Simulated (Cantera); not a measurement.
**Hydrocarbon pyrolysis for carbon deposition**

An isothermal, constant-pressure homogeneous reactor starts with C2H6 : H2 : N2 = 1 : 1.3 : 0.031 (molar parts), at 1350 K and 100000 Pa.

Detailed kinetics in Cantera: GRI-Mech 3.0 (53 species, 325 reactions). GRI-Mech 3.0 stops at C3 and has no aromatics, soot or wall deposition, so with more carbon than oxygen in the feed, carbon stays in small species such as C2H2 where larger ones or solid carbon would form.

```csv
t (s),x C2H6,x H2,x CH4,x C2H4,x C2H2
5.00e-6,0.429,0.558,0.000141,0.000118,1.06e-9
2.46e-5,0.421,0.559,0.00139,0.00422,1.12e-6
0.000121,0.356,0.571,0.0140,0.0440,0.000142
0.000592,0.162,0.603,0.0579,0.160,0.00308
0.00291,0.0137,0.627,0.101,0.226,0.0223
0.0143,0.00328,0.633,0.113,0.183,0.0578
0.0701,0.00205,0.633,0.135,0.117,0.103
0.344,0.00152,0.597,0.193,0.0922,0.107
1.69,0.00108,0.524,0.298,0.0724,0.0943
8.30,0.000750,0.454,0.399,0.0548,0.0810
40.7,0.000699,0.440,0.419,0.0515,0.0783
200,0.000699,0.440,0.419,0.0515,0.0783
```
x: mole fraction; the columns are a selection and need not sum to one.

Equilibrium at this temperature and pressure: C2H6 0.000684, H2 0.443, CH4 0.415, C2H4 0.0501, C2H2 0.0757 (gas phase only).
